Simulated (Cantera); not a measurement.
**Silicon carbide growth: (CH₃)₂SiCl₂ + C₃H₈ + H₂**

Charge: 1 mol (CH₃)₂SiCl₂, 0.13 mol C₃H₈, 38 mol H₂, equilibrated at 2.00 mbar.

Method: chemical equilibrium by Gibbs-energy minimisation in Cantera with the NASA 1993 tables (ideal gas, pure condensed phases). Candidate condensed phases: C, C₆H₆, C₇H₈, C₈H₁₈, Si, SiC; 109 gas species. The feed counts by its element totals alone. The tables' values for SiCl are old estimates; treat these amounts as uncertain. Gases not in the tables: Si₂H₆ and higher silanes. Kinetics and transport are ignored.

From 1600 °C to 1900 °C the condensed part is C(graphite) + SiC(s). From 1950 °C to 2150 °C the condensed part is C(graphite). The main Si-bearing gas is SiCl₂ at 1600 °C and Si at 2150 °C.

```json
[
 {"T (°C)": "1600", "log p H₂": "-2.73", "log p H": "-4.55", "log p HCl": "-4.04", "log p Si": "-6.53", "log p Cl": "-5.99", "n C(graphite)": "1.38", "n SiC(s)": "0.983"},
 {"T (°C)": "1650", "log p H₂": "-2.73", "log p H": "-4.39", "log p HCl": "-4.04", "log p Si": "-6.16", "log p Cl": "-5.83", "n C(graphite)": "1.38", "n SiC(s)": "0.972"},
 {"T (°C)": "1700", "log p H₂": "-2.73", "log p H": "-4.24", "log p HCl": "-4.05", "log p Si": "-5.81", "log p Cl": "-5.68", "n C(graphite)": "1.39", "n SiC(s)": "0.948"},
 {"T (°C)": "1750", "log p H₂": "-2.74", "log p H": "-4.09", "log p HCl": "-4.06", "log p Si": "-5.47", "log p Cl": "-5.54", "n C(graphite)": "1.41", "n SiC(s)": "0.899"},
 {"T (°C)": "1800", "log p H₂": "-2.75", "log p H": "-3.95", "log p HCl": "-4.07", "log p Si": "-5.15", "log p Cl": "-5.41", "n C(graphite)": "1.47", "n SiC(s)": "0.798"},
 {"T (°C)": "1850", "log p H₂": "-2.76", "log p H": "-3.82", "log p HCl": "-4.08", "log p Si": "-4.84", "log p Cl": "-5.28", "n C(graphite)": "1.61", "n SiC(s)": "0.595"},
 {"T (°C)": "1900", "log p H₂": "-2.77", "log p H": "-3.70", "log p HCl": "-4.10", "log p Si": "-4.55", "log p Cl": "-5.17", "n C(graphite)": "1.88", "n SiC(s)": "0.192"},
 {"T (°C)": "1950", "log p H₂": "-2.79", "log p H": "-3.59", "log p HCl": "-4.12", "log p Si": "-4.46", "log p Cl": "-5.06", "n C(graphite)": "1.97", "n SiC(s)": "0"},
 {"T (°C)": "2000", "log p H₂": "-2.81", "log p H": "-3.48", "log p HCl": "-4.14", "log p Si": "-4.46", "log p Cl": "-4.95", "n C(graphite)": "1.88", "n SiC(s)": "0"},
 {"T (°C)": "2050", "log p H₂": "-2.84", "log p H": "-3.38", "log p HCl": "-4.17", "log p Si": "-4.47", "log p Cl": "-4.86", "n C(graphite)": "1.78", "n SiC(s)": "0"},
 {"T (°C)": "2100", "log p H₂": "-2.87", "log p H": "-3.29", "log p HCl": "-4.21", "log p Si": "-4.49", "log p Cl": "-4.77", "n C(graphite)": "1.66", "n SiC(s)": "0"},
 {"T (°C)": "2150", "log p H₂": "-2.90", "log p H": "-3.20", "log p HCl": "-4.25", "log p Si": "-4.51", "log p Cl": "-4.70", "n C(graphite)": "1.52", "n SiC(s)": "0"}
]
```
log p: log10 of the partial pressure in bar; n: condensed amount in mol.
